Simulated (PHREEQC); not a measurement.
PHREEQC input (ion-association model, phreeqc.dat):

```
SOLUTION 0
  temp 40
  units mmol/kgw
  pH 7 charge
  Cl 31.21
  Cd 9.8
  Mn(2) 5.8
SOLUTION 1-40
  temp 40
  units mmol/kgw
  pH 7 charge
  Br 5.7
  K 5.7
  Cl 0.68
  Na 0.67
END
EXCHANGE 1-40
  X 0.036
  -equilibrate 1
END
SELECTED_OUTPUT 1
  -reset false
  -pH true
  -pe true
  -ionic_strength true
  -water true
  -step true
  -totals Br Cd Cl K Mn Na Mn(2) Mn(3)
  -molalities MnX2 CdX2 NaX KX
  -saturation_indices Pyrochroite Halite Sylvite Cd(OH)2
PRINT
  -reset false
TRANSPORT
  -cells 40
  -shifts 198
  -lengths 0.005
  -time_step 300
  -dispersivities 0.01
  -boundary_conditions flux flux
  -correct_disp true
  -punch_cells 40
  -punch_frequency 6
END
```

Selected output (columns that matter, 26 of 34 rows; pore volumes added in front):

```
pore volumes	pH	mu	Br	Cd	Cl	K	Mn	Na	m_MnX2	m_CdX2	si_Pyrochroite	si_Halite	si_Sylvite	si_Cd(OH)2
0	5.0337	0.00638	0.0057	0	0.00068	0.0057	0	0.00067	0	0	-1000	-7.9983	-6.4593	-1000
0.1625	5.0337	0.00638	0.0057	0	0.00068	0.0057	0	0.00067	0	0	-1000	-7.9983	-6.4593	-1000
0.4625	5.0341	0.0065842	0.0056531	0	0.0009311	0.0058827	0	0.00069148	0	0	-1000	-7.8491	-6.3102	-1000
0.6125	5.0373	0.0082381	0.0052735	0	0.0029646	0.0073642	0	0.00086389	0	0	-1000	-7.2575	-5.7179	-1000
0.7625	5.0434	0.012229	0.0043573	4.8938e-20	0.0078716	0.010992	5.7869e-21	0.001227	1.2534e-19	1.0879e-18	-25.55	-6.697	-5.1363	-23.352
1.0625	5.0539	0.022191	0.0020704	2.435e-08	0.02012	0.020814	1.3893e-09	0.0013671	8.3427e-09	1.2459e-07	-14.211	-6.2711	-4.4814	-11.784
1.2125	5.0567	0.025768	0.0012491	4.831e-06	0.02452	0.024667	4.0097e-07	0.001081	1.713e-06	1.6619e-05	-11.763	-6.2953	-4.3304	-9.5245
1.3625	5.0583	0.028103	0.00070986	9.307e-05	0.027408	0.02713	1.2067e-05	0.00076705	4.1411e-05	0.00024867	-10.292	-6.4018	-4.2468	-8.2631
1.6625	5.0573	0.030237	0.00020286	0.0015811	0.030123	0.025998	0.00042174	0.00031269	0.0010034	0.002898	-8.7589	-6.7696	-4.2436	-7.0489
1.8125	5.0552	0.030821	0.00010397	0.0030482	0.030653	0.022404	0.0010305	0.00018533	0.0020686	0.0047875	-8.3763	-7.0049	-4.3165	-6.7627
1.9625	5.0531	0.031418	5.2249e-05	0.0045686	0.03093	0.018079	0.0018249	0.0001065	0.0032028	0.0064002	-8.1335	-7.2579	-4.4221	-6.5839
2.2625	5.0501	0.032612	1.2644e-05	0.0069672	0.031142	0.010409	0.0033841	3.3262e-05	0.0050202	0.0085447	-7.8738	-7.7864	-4.6851	-6.3943
2.4125	5.0491	0.03311	6.1233e-06	0.0077784	0.031177	0.0076072	0.0039955	1.8272e-05	0.0056431	0.0091966	-7.8046	-8.055	-4.8298	-6.3442
2.5625	5.0484	0.033513	2.9427e-06	0.0083762	0.031194	0.0054735	0.0044756	9.9635e-06	0.0061074	0.0096587	-7.7576	-8.3248	-4.9792	-6.3104
2.7125	5.0479	0.033826	1.4054e-06	0.0088075	0.031202	0.0038933	0.00484	5.403e-06	0.0064478	0.0099829	-7.7252	-8.5952	-5.1319	-6.2873
3.0125	5.0474	0.034237	3.1602e-07	0.0093293	0.031208	0.0019232	0.0053076	1.57e-06	0.006872	0.010364	-7.6872	-9.1377	-5.444	-6.2609
3.1625	5.0472	0.034363	1.4903e-07	0.0094791	0.031209	0.0013401	0.0054501	8.4265e-07	0.0069992	0.010471	-7.6763	-9.4096	-5.6026	-6.2535
3.3125	5.0471	0.034455	7.0085e-08	0.0095826	0.03121	0.00092984	0.0055521	4.5127e-07	0.0070901	0.010543	-7.6686	-9.682	-5.7625	-6.2485
3.6125	5.047	0.034567	1.5397e-08	0.0097019	0.03121	0.00044318	0.0056764	1.2877e-07	0.0072008	0.010625	-7.6595	-10.228	-6.0857	-6.2428
3.7625	5.047	0.0346	7.1983e-09	0.0097347	0.03121	0.00030475	0.0057129	6.8654e-08	0.0072334	0.010647	-7.6569	-10.502	-6.2487	-6.2412
3.9125	5.047	0.034624	3.3607e-09	0.0097568	0.03121	0.00020911	0.0057386	3.6563e-08	0.0072566	0.010661	-7.655	-10.775	-6.4125	-6.2402
4.2125	5.0469	0.034652	7.3017e-10	0.0097815	0.03121	9.7921e-05	0.0057695	1.0344e-08	0.0072848	0.010677	-7.6528	-11.324	-6.7423	-6.239
4.3625	5.0469	0.03466	3.3992e-10	0.009788	0.03121	6.6857e-05	0.0057785	5.4964e-09	0.007293	0.010681	-7.6521	-11.599	-6.9081	-6.2387
4.5125	5.0469	0.034666	1.5813e-10	0.0097923	0.03121	4.5589e-05	0.0057849	2.9189e-09	0.0072989	0.010683	-7.6517	-11.874	-7.0745	-6.2385
4.8125	5.0469	0.034673	3.4169e-11	0.009797	0.03121	2.1128e-05	0.0057925	8.2206e-10	0.0073061	0.010686	-7.6511	-12.424	-7.4085	-6.2383
4.9625	5.0469	0.034675	1.5873e-11	0.0097981	0.03121	1.4363e-05	0.0057947	4.3602e-10	0.0073082	0.010686	-7.651	-12.699	-7.5762	-6.2382
```

Species that the database lacks are ignored. At this temperature some constants are extrapolated from 25 °C, and those without enthalpy data are left unchanged.
